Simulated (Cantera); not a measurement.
Cantera run:

```python
import numpy as np
import cantera as ct

gas_names = [...]  # 91 gases of nasa_gas.yaml made of C, Cl, H
cond_names = """
    C(gr) C6H6(L) C7H8(L) C8H18(L),n-octa
""".split()


# ... load() reads the species with a 1 bar reference pressure and builds the phases ...
atoms = {
    'CCl4': {'C': 1, 'CL': 4},
    'CH4': {'C': 1, 'H': 4},
}
top_T = {'C(gr)': 4500}  # K; cautious upper limits of use, not melting points


# ... equilibrate(T, P, feed) seeds the gas with the atoms and calls Mixture.equilibrate('TP', solver="vcs", rtol=1e-11, max_steps=5000) ...
results = []
feed = {'CCl4': 1, 'CH4': 0.014}  # mol
T = 900  # K
P = 100000  # Pa
mix = equilibrate(T, P, feed)
results.append((T, P, feed, dict(zip(mix.species_names, mix.species_moles))))
print(gas.report(threshold=0.001))
for i in range(1, mix.n_phases):
    print(f"{mix.phase(i).name:16s} {mix.phase_moles(i):12.5e} mol")
```

Result:

```
       temperature   900 K
          pressure   1e+05 Pa
           density   0.95726 kg/m^3
  mean mol. weight   71.632 kg/kmol
   phase of matter   gas

                          1 kg             1 kmol
                     ---------------   ---------------
          enthalpy        2.5015e+05        1.7918e+07  J
   internal energy        1.4568e+05        1.0435e+07  J
           entropy            3722.8        2.6667e+05  J/K
    Gibbs function       -3.1003e+06       -2.2208e+08  J
 heat capacity c_p            537.64             38513  J/K
 heat capacity c_v            421.57             30198  J/K

                      mass frac. Y      mole frac. X     chem. pot. / RT
                     ---------------   ---------------   ---------------
              CCL4          0.044146          0.020559           -58.869
               CL2           0.94146           0.95118           -28.745
               HCL          0.014343           0.02818           -39.923
     [  +88 minor]        5.2629e-05        7.9243e-05

C(gr)             9.73116e-01 mol
```

Cantera equilibrium calculation (NASA polynomials, part measured and part estimated; ideal gas, pure solids and liquids). Gases not in the tables: chlorinated aromatics.
